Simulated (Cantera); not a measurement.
What does this Cantera script print?

```python
import numpy as np
import cantera as ct

gas = ct.Solution("gri30.yaml")
gas.TPX = 2498, 13332, {'CH4': 0.039, 'H2': 1, 'H': 0.056}
reactor = ct.IdealGasConstPressureReactor(gas, energy="off", clone=False)
net = ct.ReactorNet([reactor])
net.rtol, net.atol = 1e-08, 1e-18
show = ['CH4', 'H2', 'H', 'C2H', 'C2H4', 'C2H2', 'CH3']
times = np.geomspace(1e-05, 30, 12)

steps = ct.SolutionArray(gas, extra=["t"])
rows = []
print(f"{'t/s':>10s}{'T/K':>9s}{'P/Pa':>11s}" + "".join(f"{s:>11s}" for s in show))
for t in times:
    while net.time < t:
        t_next = net.step()
        steps.append(gas.state, t=t_next)
    rows.append([np.interp(t, steps.t, y) for y in (steps.T, steps.P, *steps(*show).X.T)])
    print(f"{t:10.3e}{rows[-1][0]:9.1f}{rows[-1][1]:11.4g}" + "".join(f"{x:11.3e}" for x in rows[-1][2:]))
rate = np.gradient(steps.T, steps.t)
print("integrator steps:", len(steps.t))
if steps.T.max() > steps.T[0] + 200:
    print(f"time of steepest temperature rise: {steps.t[rate.argmax()]:.4e} s")
gas.TPX = 2498, 13332, {'CH4': 0.039, 'H2': 1, 'H': 0.056}
gas.equilibrate("TP")
print(f"equilibrium (TP): T = {gas.T:.1f} K  " + "  ".join(f"{s} {gas[s].X[0]:.3e}" for s in show))
```

Result:

```
       t/s      T/K       P/Pa        CH4         H2          H        C2H       C2H4       C2H2        CH3
 1.000e-05   2498.0  1.333e+04  1.852e-02  9.321e-01  3.452e-02  4.295e-06  4.287e-04  1.627e-03  1.211e-02
 3.880e-05   2498.0  1.333e+04  1.368e-02  9.393e-01  3.186e-02  1.502e-05  2.402e-04  6.206e-03  8.230e-03
 1.505e-04   2498.0  1.333e+04  6.241e-03  9.458e-01  3.162e-02  2.936e-05  6.042e-05  1.231e-02  3.728e-03
 5.841e-04   2498.0  1.333e+04  1.350e-03  9.444e-01  3.708e-02  4.507e-05  6.879e-06  1.609e-02  9.511e-04
 2.266e-03   2498.0  1.333e+04  1.887e-04  9.364e-01  4.623e-02  5.979e-05  2.359e-06  1.698e-02  1.671e-04
 8.793e-03   2498.0  1.333e+04  3.319e-05  9.241e-01  5.876e-02  7.709e-05  1.724e-06  1.699e-02  3.778e-05
 3.412e-02   2498.0  1.333e+04  2.193e-05  9.172e-01  6.570e-02  8.652e-05  1.514e-06  1.693e-02  2.808e-05
 1.324e-01   2498.0  1.333e+04  2.181e-05  9.171e-01  6.585e-02  8.673e-05  1.509e-06  1.693e-02  2.799e-05
 5.136e-01   2498.0  1.333e+04  2.181e-05  9.171e-01  6.585e-02  8.673e-05  1.509e-06  1.693e-02  2.799e-05
 1.993e+00   2498.0  1.333e+04  2.181e-05  9.171e-01  6.585e-02  8.673e-05  1.509e-06  1.693e-02  2.799e-05
 7.732e+00   2498.0  1.333e+04  2.181e-05  9.171e-01  6.585e-02  8.673e-05  1.509e-06  1.693e-02  2.799e-05
 3.000e+01   2498.0  1.333e+04  2.181e-05  9.171e-01  6.585e-02  8.673e-05  1.509e-06  1.693e-02  2.799e-05
integrator steps: 1245
equilibrium (TP): T = 2498.0 K  CH4 2.207e-05  H2 9.171e-01  H 6.585e-02  C2H 8.673e-05  C2H4 1.509e-06  C2H2 1.693e-02  CH3 2.833e-05
```

Detailed kinetics in Cantera: GRI-Mech 3.0 (53 species, 325 reactions). GRI-Mech 3.0 stops at C3 and has no aromatics, soot or wall deposition, so with more carbon than oxygen in the feed, carbon stays in small species such as C2H2 where larger ones or solid carbon would form.
